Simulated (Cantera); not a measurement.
Thermodynamics of silicon oxide and oxynitride deposition, feed SiCl4 + NO + H2

Feed: 1 mol SiCl4, a varied amount of NO, 3.8 mol H2, at 773 K and 10.0 mbar.

Cantera equilibrium calculation (NASA polynomials, part measured and part estimated; ideal gas, pure solids and liquids). Candidate condensed phases: H2O, NH4Cl, Si, SiO2, Si2N2O, Si3N4; 47 gas species. Rates play no part.

| n(NO) (mol) | x HCl | x N2 | x O2 | x H2O | x H2 | x Cl2 | x Cl | n SiO2(α-quartz) |
|---|---|---|---|---|---|---|---|---|
| 2.9 | 0.552 | 0.200 | <1e-12 | 0.124 | 0.124 | <1e-12 | 1.50e-11 | 1.00 |
| 4.7 | 0.405 | 0.278 | 0.0362 | 0.247 | <1e-12 | 0.0341 | 9.03e-6 | 1.00 |
| 6.6 | 0.308 | 0.321 | 0.116 | 0.215 | <1e-12 | 0.0405 | 9.83e-6 | 1.00 |
| 8.5 | 0.252 | 0.349 | 0.174 | 0.186 | <1e-12 | 0.0384 | 9.58e-6 | 1.00 |
| 10 | 0.221 | 0.366 | 0.209 | 0.168 | <1e-12 | 0.0360 | 9.27e-6 | 1.00 |
| 12 | 0.190 | 0.384 | 0.246 | 0.148 | <1e-12 | 0.0328 | 8.85e-6 | 1.00 |
| 14 | 0.167 | 0.397 | 0.274 | 0.132 | <1e-12 | 0.0299 | 8.46e-6 | 1.00 |
| 16 | 0.149 | 0.408 | 0.297 | 0.119 | <1e-12 | 0.0274 | 8.10e-6 | 1.00 |
x: gas mole fraction; n: condensed amount in mol.

From 2.9 mol NO to 16 mol NO the condensed part is SiO2(α-quartz).
